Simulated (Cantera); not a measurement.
Input: 1 mol Ta, 0.46 mol H2O, equilibrated at 0.100 bar.

Cantera equilibrium calculation (NASA polynomials, part measured and part estimated; ideal gas, pure solids and liquids). Candidate condensed phases: H2O, Ta, Ta2O5; 12 gas species. Mutual solubility and eutectic melting of coexisting phases are not modelled. Condensed phases not in the tables: N, O or C dissolved in the metal. Equilibrium is a limit: real reactors are often held back by kinetics, nucleation or transport.

**Question.** At 1723 K, list the 3 most abundant gas species with their mole fractions, and the condensed phases.

**Answer.** H2 0.999, H 0.000576, H2O 0.000443. Condensed: Ta(s) + Ta2O5(s).
